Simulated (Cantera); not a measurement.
## Pyrogenic steam for wet oxidation

An isothermal, constant-pressure homogeneous reactor starts with H₂ : O₂ : N₂ = 1.2 : 1 : 0.97 (molar parts), equivalence ratio 0.60, at 1075 K and 69000 Pa.

Cantera simulation using GRI-Mech 3.0 (53 species, 325 reactions); the numbers are that mechanism's predictions, not measurements. The temperature is held fixed by assumption; the heat of reaction is taken as removed at once.

| t (s) | x H₂ | x O₂ | x HO₂ | x NO₂ | x OH |
|---|---|---|---|---|---|
| 2.00e-5 | 0.379 | 0.315 | 5.29e-8 | <1e-12 | 7.95e-9 |
| 0.000129 | 0.0492 | 0.176 | 0.000291 | 3.92e-9 | 0.000990 |
| 0.000832 | 0.0291 | 0.168 | 0.000155 | 2.77e-7 | 7.37e-6 |
| 0.00537 | 0.0177 | 0.163 | 0.000134 | 3.12e-7 | 8.30e-6 |
| 0.0346 | 0.00245 | 0.157 | 3.88e-5 | 5.57e-7 | 3.59e-6 |
| 0.223 | 0.000131 | 0.156 | 3.39e-6 | 7.10e-7 | 6.10e-7 |
| 1.44 | 1.35e-6 | 0.156 | 7.06e-8 | 5.36e-7 | 2.82e-7 |
| 9.30 | 1.01e-9 | 0.156 | 4.47e-9 | 1.77e-8 | 9.92e-7 |
| 60.0 | 1.00e-9 | 0.156 | 4.47e-9 | 1.76e-8 | 9.93e-7 |
x: mole fraction; the columns are a selection and need not sum to one.

Equilibrium at this temperature and pressure: H₂ 1.01e-9, O₂ 0.156, HO₂ 4.47e-9, NO₂ 9.52e-7, OH 9.92e-7 (gas phase only).
